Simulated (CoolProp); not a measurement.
Computed with CoolProp (reference Helmholtz-energy equation of state, Penoncello 2003).

Task: For CHF3 (R23), give the phase and the Z, speed of sound (m/s), Joule-Thomson coefficient (K/MPa), isothermal compressibility (1/MPa) at 196.55 °C and 160 bar.

Result: 
- 196.55 °C and 160 bar: supercritical; Z 0.857, speed of sound 254, Joule-Thomson coefficient 2.16, isothermal compressibility 0.0649
